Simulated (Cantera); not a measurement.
A perfectly stirred reactor is fed with CH₄ : C₂H₆ : O₂ : N₂ = 1 : 0.23 : 1.75 : 6.59 (molar parts), at 0.300 bar; it is adiabatic with a 748 K inlet, and is followed from long to short residence time, starting on the burning branch (τ in s: 0.36, 0.15, 0.063, 0.026, 0.011, 0.0046, 0.0019, 0.00079, 0.00033, 0.00014, 5.7e-05, 2.4e-05, 9.8e-06).

Cantera simulation using GRI-Mech 3.0 (53 species, 325 reactions); the numbers are that mechanism's predictions, not measurements.

One state of this run: T (K) = 2144; x CH₄ = 3.24e-5; x C₂H₆ = 1.93e-7; x O₂ = 7.41e-5; x N₂O = 1.17e-8; x HCN = 1.95e-5; x NO = 0.000273. x: mole fraction; the columns are a selection and need not sum to one.

Which value of τ (s) does it belong to?
A. 0.0046
B. 5.7e-5
C. 0.15
D. 0.36

C, 0.15
